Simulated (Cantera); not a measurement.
# MgSO₄ + CO₂ (calcination and drying)

Input: 1 mol MgSO₄, 0.011 mol CO₂, at 0.100 bar.

Equilibrium computed with Cantera from the NASA thermochemical tables; the gas is ideal and each condensed phase is pure. Candidate condensed phases: C, Mg, MgCO₃, MgO, MgS, MgSO₄, S; 26 gas species. Mutual solubility and eutectic melting of coexisting phases are not modelled. Rates play no part.

```
T (K)  log p CO₂  log p SO₂  log p O₂  log p SO₃  log p O  log p SO  log p CO  n MgSO₄(s)  n MgO(s)
-----  ---------  ---------  --------  ---------  -------  --------  --------  ----------  --------
598        -1.00       <-13    -10.58       <-13     <-13      <-13      <-13        1.00         0
698        -1.00      -9.32     -9.61     -11.65     <-13      <-13    -12.81        1.00         0
798        -1.00      -6.93     -7.23      -8.99     <-13      <-13    -11.34        1.00         0
898        -1.00      -5.09     -5.39      -6.95     <-13      <-13    -10.20       1.000         0
998        -1.00      -3.63     -3.93      -5.32   -11.79      <-13     -9.28       1.000         0
1098       -1.02      -2.44     -2.74      -4.00    -9.99    -11.38     -8.55       1.000  0.000437
1198       -1.33      -1.46     -1.76      -2.92    -8.50     -9.68     -8.23       0.991   0.00858
1298       -3.13      -1.19     -1.49      -2.84    -7.51     -8.53     -9.22           0      1.00
1398       -3.14      -1.18     -1.48      -3.11    -6.78     -7.66     -8.42           0      1.00
1498       -3.14      -1.18     -1.48      -3.35    -6.14     -6.91     -7.72           0      1.00
1598       -3.14      -1.18     -1.48      -3.55    -5.59     -6.25     -7.11           0      1.00
```
log p: log10 of the partial pressure in bar; n: condensed amount in mol.

From 598 K to 998 K the condensed part is MgSO₄(s). From 1098 K to 1198 K the condensed part is MgO(s) + MgSO₄(s). From 1298 K to 1598 K the condensed part is MgO(s).
